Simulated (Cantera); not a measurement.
Cantera run, input and output.

```python
import numpy as np
import cantera as ct

surf = ct.Interface("diamond.yaml", "diamond_100")
gas, bulk = surf.adjacent["gas"], surf.adjacent["diamond"]
k = surf.kinetics_species_index(bulk.species_names[0])
cover = ["c6HH", "c6H*", "c6*H", "c6**", "c6HM", "c6B"]

rows, drift = [], 0.0
print(f"{'xH':>10s}{'um/h':>11s}" + "".join(f"{s:>11s}" for s in cover))
for v in [0.0001, 0.00021, 0.00045, 0.00095, 0.002, 0.0042, 0.009, 0.019, 0.04]:
    T, P, xH, xCH3 = 1248, 1800, v, 8.6e-05
    gas.TPX = T, P, {"H": xH, "CH3": xCH3, "CH4": 0.0044, "H2": 1 - xH - xCH3 - 0.0044}
    surf.TP = bulk.TP = T, P
    surf.coverages = "c6H*:0.1, c6HH:0.9"
    surf.advance_coverages(100.0)
    before = surf.coverages
    surf.advance_coverages(100.0)
    drift = max(drift, np.max(np.abs(surf.coverages - before) / (surf.coverages + 1e-9)))
    rate = surf.net_production_rates[k] * bulk.mean_molecular_weight / bulk.density * 3.6e9
    rows.append([rate, *surf[cover].coverages])
    print(f"{v:10.4g}{rate:11.4e}" + "".join(f"{x:11.3e}" for x in rows[-1][1:]))
```

It prints:

```
        xH       um/h       c6HH       c6H*       c6*H       c6**       c6HM        c6B
    0.0001 1.0094e-02  6.368e-01  2.817e-02  3.295e-01  4.610e-03  8.993e-05  2.739e-11
   0.00021 3.0401e-02  5.455e-01  3.491e-02  4.084e-01  9.918e-03  1.204e-04  8.250e-11
   0.00045 6.7571e-02  4.816e-01  3.935e-02  4.603e-01  1.748e-02  1.513e-04  1.834e-10
   0.00095 1.1418e-01  4.448e-01  4.167e-02  4.873e-01  2.509e-02  1.774e-04  3.098e-10
     0.002 1.6509e-01  4.251e-01  4.278e-02  5.003e-01  3.099e-02  1.947e-04  4.480e-10
    0.0042 2.2692e-01  4.150e-01  4.330e-02  5.063e-01  3.472e-02  2.017e-04  6.158e-10
     0.009 3.2382e-01  4.100e-01  4.357e-02  5.091e-01  3.684e-02  1.977e-04  8.787e-10
     0.019 4.8291e-01  4.076e-01  4.372e-02  5.104e-01  3.790e-02  1.816e-04  1.310e-09
      0.04 7.2876e-01  4.065e-01  4.385e-02  5.109e-01  3.844e-02  1.525e-04  1.978e-09
```

Detailed kinetics in Cantera: the Harris–Goodwin 1993 mechanism for the reconstructed diamond (100) surface.
